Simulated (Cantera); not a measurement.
Feed: 1 mol B2O3, 2.8 mol HF, 2.1 mol O2, equilibrated at 1823 K and 1.50 Pa.

Method: chemical equilibrium by Gibbs-energy minimisation in Cantera with the NASA 1993 tables (ideal gas, pure condensed phases). Candidate condensed phases: B, B2O3, B3O3H3, H2O; 43 gas species. Equilibrium is a limit: real reactors are often held back by kinetics, nucleation or transport.

Base state: O2 0.334, BOF 0.268, HF 0.196, H2O 0.0958, HBO2 0.0504, O 0.0225, OH 0.0140, BO2 0.00893 (mole fractions); condensed: gas only.

**Question.** What changes in the equilibrium state with this change: pressure from 1.50 Pa to 1.33 mbar?

**Answer.** 
```csv
species,before,after
O2,0.334,0.352
BOF,0.268,0.274
HF,0.196,0.199
O,0.0225,0.00245
H2O,0.0958,0.106
OH,0.0140,0.00485
HBO2,0.0504,0.0562
BF3,5.32e-7,4.51e-5
H,0.00597,0.000214
BO,0.000155,5.59e-6
```

**Question.** What changes in the equilibrium state with this change: temperature from 1823 K to 1473 K?

**Answer.** 
```tsv
species	before	after
O2	0.334	0.355
BOF	0.268	0.281
HF	0.196	0.193
O	0.0225	0.000429
H2O	0.0958	0.112
OH	0.0140	0.00120
HBO2	0.0504	0.0551
BO	0.000155	1.60e-7
H	0.00597	2.61e-5
H2	0.00285	6.37e-5
F	7.68e-5	1.78e-6
BF3	5.32e-7	1.79e-5
```

**Question.** What changes in the equilibrium state with this change: pressure from 1.50 Pa to 10.0 mbar?

**Answer.** 
| species | before | after |
|---|---|---|
| O2 | 0.334 | 0.354 |
| BOF | 0.268 | 0.274 |
| HF | 0.196 | 0.199 |
| O | 0.0225 | 0.000897 |
| H2O | 0.0958 | 0.107 |
| OH | 0.0140 | 0.00295 |
| HBO2 | 0.0504 | 0.0572 |
| BF3 | 5.32e-7 | 0.000333 |
| BOF2 | 1.43e-7 | 1.87e-5 |
